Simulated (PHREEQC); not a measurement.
Make-up at 3.4 °C: 0.64 mmol/kgw Ca(HCO3)2, 3.7 mmol/kgw Na2SO4 and 54 mmol/kgw MgSO4. Closed to the air; pH follows from the charge balance.

Model: ion-association model, phreeqc.dat, run in PHREEQC.

The pH comes out as 8.01 and the ionic strength comes out as 0.147 mol/kgw. The specific conductance is 3730 µS/cm, the density is 1.007 g/cm³ and the total alkalinity is 1.28 meq/kg.

```csv
species,molality,activity,log γ
SO4-2,0.0370,0.0125,-0.472
Mg+2,0.0338,0.0129,-0.419
MgSO4,0.0200,0.0207,0.015
Na+,0.00702,0.00541,-0.113
HCO3-,0.00106,0.000821,-0.113
Ca+2,0.000386,0.000140,-0.441
NaSO4-,0.000379,0.000292,-0.113
CaSO4,0.000252,0.000261,0.015
MgHCO3+,0.000159,0.000118,-0.126
CO2,2.67e-5,2.76e-5,0.015
MgCO3,1.89e-5,1.96e-5,0.015
CO3-2,6.29e-6,2.22e-6,-0.452
NaHCO3,2.75e-6,2.85e-6,0.015
CaHCO3+,1.11e-6,8.64e-7,-0.108
MgOH+,7.41e-7,5.83e-7,-0.104
CaCO3,4.04e-7,4.18e-7,0.015
```

This is a speciation only: nothing precipitates in the calculation. Complexes and solids missing from the database can't appear. At this temperature some constants are extrapolated from 25 °C, and those without enthalpy data are left unchanged.
